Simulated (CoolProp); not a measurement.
Vapour-liquid equilibrium of R152A (1) + isobutene (2) at 0.114 MPa; x and y are mole fractions of (1).

The numbers come from the multi-fluid Helmholtz-energy mixture model, Outcalt 1996 and Lemmon 2005; pair parameters Bell 2016 in CoolProp.

```tsv
x	bubble temperature, mixture model (°C)	bubble temperature, Raoult's law (°C)	y, mixture model	y, Raoult's law
0.05	-8.8	-5.2	0.205	0.096
0.125	-13.5	-7.0	0.382	0.223
0.2	-16.4	-8.7	0.484	0.335
0.275	-18.3	-10.3	0.550	0.434
0.35	-19.6	-11.7	0.597	0.521
0.425	-20.5	-13.1	0.634	0.599
0.5	-21.1	-14.3	0.666	0.670
0.575	-21.6	-15.6	0.696	0.733
0.65	-22.0	-16.7	0.726	0.791
0.725	-22.2	-17.8	0.761	0.843
0.8	-22.3	-18.8	0.803	0.891
0.875	-22.3	-19.8	0.857	0.935
0.95	-21.9	-20.7	0.932	0.975
```

The largest gap from Raoult's law is -8.0 K in bubble temperature, at x = 0.275. y crosses x between x = 0.8 and 0.875: the model has an azeotrope there.

Pair parameters are fitted to limited data, so mixtures are less certain than the pure fluids.
